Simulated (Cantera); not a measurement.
## Equilibrium for carbon deposition, reforming and gasification: CH₄ + CO₂

Charge: 1 mol CH₄, 0.056 mol CO₂, at 1948 K and 0.0100 bar.

Cantera equilibrium calculation (NASA polynomials, part measured and part estimated; ideal gas, pure solids and liquids). Candidate condensed phases: C, C₆H₆, C₇H₈, C₈H₁₈, H₂O; 110 gas species. Equilibrium is a limit: real reactors are often held back by kinetics, nucleation or transport.

```json
{
  "x(H₂)": "0.936",
  "x(CO)": "0.0527",
  "x(H)": "0.0109",
  "x(C₂H₂ (acetylene))": "0.000504",
  "x(CH₄)": "4.28e-6",
  "n(C(graphite))": "0.942 mol",
  "gas_amount": "2.124 mol"
}
```
